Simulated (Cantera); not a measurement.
Cantera with NASA thermochemical tables; ideal gases at 1 bar, condensed phases pure. Values are per mole of reaction as written; species without (g) are pure solids or liquids, kept so even where they would boil at 1 bar.

Question: Between 300 and 873 K, where is each reaction favourable under standard conditions?
- CaS + 2 F(g) = CaF2 + S
- 4 N(g) + 3 SF4(g) + 3 Ca = 3 CaS + 4 NF3(g)

Answer: 
- CaS + 2 F(g) = CaF2 + S: ΔG° is -829 kJ at 300 K and -680 kJ at 873 K; it stays negative (K > 1). ΔH° is -900 kJ and ΔS° -252 J/K at 873 K.
- 4 N(g) + 3 SF4(g) + 3 Ca = 3 CaS + 4 NF3(g): ΔG° is -1420 kJ at 300 K and -1164 kJ at 873 K; it stays negative (K > 1). ΔH° is -1563 kJ and ΔS° -457 J/K at 873 K.
